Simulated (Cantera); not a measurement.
Input: 1 mol FeS, 160 mol H2, 24 mol N2, at 133 Pa.

Equilibrium computed with Cantera from the NASA thermochemical tables; the gas is ideal and each condensed phase is pure. Candidate condensed phases: Fe, FeS, FeS2, S; 16 gas species. Mutual solubility and eutectic melting of coexisting phases are not modelled. FeS: taken at fixed stoichiometry. Gases not in the tables: S3 to S7. Rates play no part.

What share of the Fe ends up in condensed phases as a function of T (K), at 1175, 1225, 1275, 1325, 1375, 1425, 1475, 1525, 1575, 1625, 1675, 1725, 1775?


```json
[
 {"T (K)": "1175", "Fe condensed (%)": "100.0", "as": "Fe(α) + FeS(s)"},
 {"T (K)": "1225", "Fe condensed (%)": "100.0", "as": "Fe(γ) + FeS(s)"},
 {"T (K)": "1275", "Fe condensed (%)": "100.0", "as": "Fe(γ)"},
 {"T (K)": "1325", "Fe condensed (%)": "100.0", "as": "Fe(γ)"},
 {"T (K)": "1375", "Fe condensed (%)": "99.9", "as": "Fe(γ)"},
 {"T (K)": "1425", "Fe condensed (%)": "99.6", "as": "Fe(γ)"},
 {"T (K)": "1475", "Fe condensed (%)": "98.8", "as": "Fe(γ)"},
 {"T (K)": "1525", "Fe condensed (%)": "96.5", "as": "Fe(γ)"},
 {"T (K)": "1575", "Fe condensed (%)": "90.5", "as": "Fe(γ)"},
 {"T (K)": "1625", "Fe condensed (%)": "76.0", "as": "Fe(γ)"},
 {"T (K)": "1675", "Fe condensed (%)": "42.3", "as": "Fe(δ)"},
 {"T (K)": "1725", "Fe condensed (%)": "0.0", "as": "-"},
 {"T (K)": "1775", "Fe condensed (%)": "0.0", "as": "-"}
]
```
